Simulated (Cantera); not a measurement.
Feed: 1 mol Si, 1.9 mol H2, 0.63 mol HCl, at 0.133 bar.

Method: chemical equilibrium by Gibbs-energy minimisation in Cantera with the NASA 1993 tables (ideal gas, pure condensed phases). Candidate condensed phases: Si; 19 gas species. The tables' values for SiCl3 are old estimates; treat these amounts as uncertain. Equilibrium is a limit: real reactors are often held back by kinetics, nucleation or transport.

x: gas mole fraction; n: condensed amount in mol.

| T (K) | x H2 | x HCl | x SiCl4 | x SiCl2 | x SiHCl3 | x SiCl3 | n Si(s) |
|---|---|---|---|---|---|---|---|
| 900 | 0.923 | 0.00626 | 0.0490 | 5.77e-5 | 0.0205 | 0.000244 | 0.833 |
| 975 | 0.918 | 0.0128 | 0.0476 | 0.000289 | 0.0195 | 0.000697 | 0.837 |
| 1050 | 0.910 | … | 0.0447 | … | 0.0181 | 0.00166 | 0.842 |
| 1125 | 0.898 | 0.0385 | 0.0396 | 0.00350 | 0.0160 | 0.00335 | 0.849 |
| 1200 | 0.882 | 0.0577 | 0.0318 | 0.00891 | 0.0132 | 0.00569 | 0.854 |
| 1275 | 0.863 | … | … | … | … | 0.00793 | 0.856 |
| 1350 | 0.844 | 0.0969 | 0.0124 | 0.0313 | 0.00618 | 0.00881 | 0.854 |

### Question
Fill in the missing entries.

### Answer

- 1275, x HCl: 0.0785
- 1275, x SiCl4: 0.0220
- 1275, x SiCl2: 0.0185
- 1275, x SiHCl3: 0.00977
- 1050, x HCl: 0.0234
- 1050, x SiCl2: 0.00112
